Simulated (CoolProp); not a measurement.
Octamethyltrisiloxane (MDM) along the isotherm 552.8 K: density (kg/m³) from the reference equation and from simpler models built on Tc = 565.4 K, pc = 1.438 MPa, ω = 0.528; each cubic takes its own stable root.

Values from CoolProp's reference Helmholtz-energy equation of state, Thol 2017.

```tsv
p (MPa)	phase	reference
0.24	gas	13.20
0.479	gas	28.54
0.719	gas	47.58
0.958	gas	73.79
1.44	liquid	447.8
1.68	liquid	462.6
1.92	liquid	473.7
2.16	liquid	482.7
```

How far does each simpler model (van der Waals, Redlich-Kwong, Soave-Redlich-Kwong, Peng-Robinson) lie from the reference over these 8 states: mean and median of the absolute difference, and the worst?


- van der Waals: mean 19.4 %, median 20.5 %, worst -37.9 % at 552.8 K and 1.44 MPa
- Redlich-Kwong: mean 10.1 %, median 9.8 %, worst -22.4 % at 552.8 K and 1.44 MPa
- Soave-Redlich-Kwong: mean 8.1 %, median 7.8 %, worst -17.7 % at 552.8 K and 1.44 MPa
- Peng-Robinson: mean 3.6 %, median 2.8 %, worst -8.0 % at 552.8 K and 1.44 MPa
